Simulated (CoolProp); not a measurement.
Vapour pressure (MPa) of octamethylcyclotetrasiloxane (D4): the reference equation beside estimates from Tc = 313.4 °C, pc = 1.347 MPa, ω = 0.598. Clausius-Clapeyron is anchored at 152.55 °C with a constant enthalpy of vaporisation of 41.46 kJ/mol.

Values from CoolProp's reference Helmholtz-energy equation of state, Thol 2015.

| T (°C) | reference | Lee-Kesler | Clausius-Clapeyron | van der Waals | Redlich-Kwong | Soave-Redlich-Kwong | Peng-Robinson |
|---|---|---|---|---|---|---|---|
| 142.65 | 0.04009 | 0.04006 | 0.04082 | 0.2881 | 0.1310 | 0.04011 | 0.04083 |
| 145.95 | 0.04435 | 0.04431 | 0.04486 | 0.2998 | 0.1398 | 0.04438 | 0.04509 |
| 149.25 | 0.04897 | 0.04891 | 0.04923 | 0.3118 | 0.1491 | 0.04900 | 0.04970 |
| 152.55 | 0.05395 | 0.05387 | 0.05395 | 0.3241 | 0.1588 | 0.05400 | 0.05468 |
| 155.75 | 0.05916 | 0.05907 | 0.05888 | 0.3363 | 0.1686 | 0.05924 | 0.05988 |
| 159.05 | 0.06494 | 0.06483 | 0.06435 | 0.3492 | 0.1791 | 0.06505 | 0.06565 |
| 162.35 | 0.07116 | 0.07102 | 0.07023 | 0.3625 | 0.1902 | 0.07130 | 0.07186 |
| 165.65 | 0.07784 | 0.07768 | 0.07654 | 0.3760 | 0.2016 | 0.07803 | 0.07853 |
| 168.85 | 0.08477 | 0.08459 | 0.08311 | 0.3895 | 0.2132 | 0.08502 | 0.08545 |
| 172.15 | 0.09241 | 0.09221 | 0.09035 | 0.4037 | 0.2257 | 0.09274 | 0.09309 |
| 175.45 | 0.1006 | 0.1004 | 0.09811 | 0.4182 | 0.2386 | 0.1010 | 0.1013 |
| 178.75 | 0.1093 | 0.1091 | 0.1064 | 0.4331 | 0.2521 | 0.1098 | 0.1100 |
| 181.95 | 0.1183 | 0.1181 | 0.1150 | 0.4478 | 0.2656 | 0.1190 | 0.1190 |
| 185.25 | 0.1282 | 0.1279 | 0.1244 | 0.4633 | 0.2801 | 0.1290 | 0.1289 |

Absolute difference from the reference over all 14 rows, mean and median: Lee-Kesler 0.2 and 0.2 %, Clausius-Clapeyron 1.6 and 1.7 %, van der Waals 412.8 and 396.2 %, Redlich-Kwong 166.7 and 163.1 %, Soave-Redlich-Kwong 0.3 and 0.2 %, Peng-Robinson 1.0 and 0.9 %.
